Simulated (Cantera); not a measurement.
An adiabatic, constant-volume homogeneous reactor starts with CH4 : O2 : N2 = 1 : 2.99 : 11.2 (molar parts), equivalence ratio 0.67, at 1600 K and 13.0 bar. Integrator tolerance rtol = 1e-08.

Model: GRI-Mech 3.0 (53 species, 325 reactions), integrated in Cantera. The pressure lies above the range GRI-Mech 3.0 was tuned for (to about 10 atm).

| quantity | before | after |
|---|---|---|
| time of steepest temperature rise | 50.9 µs | 62.7 µs |
| temperature at 3.00 s | 2939 K | 2927 K |
| equilibrium temperature | 2939 K | 2927 K |
| x(CH4) at 3.00 s | <1e-12 (gas-phase equilibrium <1e-12) | <1e-12 (gas-phase equilibrium <1e-12) |
| x(O2) at 3.00 s | 0.0553 (gas-phase equilibrium 0.0553) | 0.0554 (gas-phase equilibrium 0.0554) |
| x(NO) at 3.00 s | 0.0217 (gas-phase equilibrium 0.0217) | 0.0214 (gas-phase equilibrium 0.0214) |
| x(CH2) at 3.00 s | <1e-12 (gas-phase equilibrium <1e-12) | <1e-12 (gas-phase equilibrium <1e-12) |
| x(OH) at 3.00 s | 0.0162 (gas-phase equilibrium 0.0162) | 0.0158 (gas-phase equilibrium 0.0158) |
| x(HO2) at 3.00 s | 3.34e-5 (gas-phase equilibrium 3.34e-5) | 3.28e-5 (gas-phase equilibrium 3.28e-5) |
| x(NO2) at 3.00 s | 3.31e-5 (gas-phase equilibrium 3.31e-5) | 3.31e-5 (gas-phase equilibrium 3.31e-5) |

Task: What was changed between the two runs?
A) pressure from 13.0 bar to 19.0 bar
B) N2 11.2 to 29 parts
C) initial temperature 1600 to 1575 K
D) initial temperature 1600 to 1525 K

Result: C, initial temperature 1600 to 1575 K
